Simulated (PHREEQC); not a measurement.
Solution (25 °C): 0.055 mol NiSO4, 1.5e-05 mol H3AsO4, 0.095 mol HCl and 0.047 mol NaCl per kg of water. Closed to the air; pH follows from the charge balance.

All values are PHREEQC results (ion-association model, wateq4f.dat), not measurements.

No solid was allowed to form.

Q: Predict the pH, ionic strength.

A: pH 1.29; ionic strength 0.254 mol/kgw.

Q: In which forms is S present?

A: HSO4- 53 %, SO4-2 28 %, NiSO4 17 %, NaSO4- 1.7 % of the S.

Species that the database lacks are ignored. The database has no arsenate complexes of Ni.
